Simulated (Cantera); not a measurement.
Feed: 1 mol MgO, 0.79 mol SO3, 1.9 mol H2O, 3.8 mol SO2, equilibrated at 0.610 bar.

These are equilibrium values from Cantera (NASA tables, ideal gas, pure condensed phases), not measurements of a reactor. Candidate condensed phases: H2O, H2SO4, Mg, MgO, Mg(OH)2, MgS, MgSO4, S; 26 gas species. Mutual solubility and eutectic melting of coexisting phases are not modelled. Gases not in the tables: S3 to S7. The numbers say what is thermodynamically allowed, not how fast it happens.

x: gas mole fraction; n: condensed amount in mol.

| T (K) | x SO2 | x H2O | x O2 | x SO3 | x H2S | x S2 | n MgSO4(s) | n MgO(s) |
|---|---|---|---|---|---|---|---|---|
| 748 | 0.645 | 0.344 | <1e-12 | 3.31e-9 | 0.00653 | 0.00417 | 1.00 | 0 |
| 823 | 0.644 | 0.345 | <1e-12 | 1.06e-8 | 0.00532 | 0.00501 | 1.00 | 0 |
| 898 | 0.667 | 0.333 | <1e-12 | 1.85e-7 | 1.70e-5 | 3.69e-6 | 0.791 | 0.209 |
| 973 | 0.667 | 0.333 | ___ | ___ | ___ | ___ | 0.790 | 0.210 |
| 1048 | 0.667 | 0.333 | ___ | ___ | ___ | ___ | 0.790 | 0.210 |
| 1123 | 0.666 | 0.333 | 1.48e-6 | 0.000317 | 1.50e-12 | <1e-12 | 0.788 | 0.212 |
| 1198 | 0.665 | 0.332 | 0.000212 | 0.00198 | <1e-12 | <1e-12 | 0.776 | 0.224 |
| 1273 | 0.660 | 0.313 | 0.0167 | 0.00982 | <1e-12 | <1e-12 | 0.528 | 0.472 |
| 1348 | 0.660 | 0.277 | 0.0524 | 0.0105 | <1e-12 | <1e-12 | 0 | 1.00 |
| 1423 | 0.662 | 0.277 | 0.0541 | 0.00681 | <1e-12 | <1e-12 | 0 | 1.00 |
| 1498 | 0.664 | 0.277 | 0.0552 | 0.00460 | <1e-12 | <1e-12 | 0 | 1.00 |
| 1573 | 0.664 | 0.276 | 0.0558 | 0.00321 | 1.42e-12 | <1e-12 | 0 | 1.000 |
| 1648 | 0.665 | 0.276 | 0.0562 | 0.00232 | 8.62e-12 | <1e-12 | 0 | 1.000 |

**Question.** Fill in the missing entries.

**Answer.** 
- 1048, x O2: 4.89e-9
- 1048, x SO3: 3.84e-5
- 1048, x H2S: 1.46e-10
- 1048, x S2: 1.17e-12
- 973, x O2: 6.44e-12
- 973, x SO3: 3.31e-6
- 973, x H2S: 3.09e-8
- 973, x S2: 1.13e-9
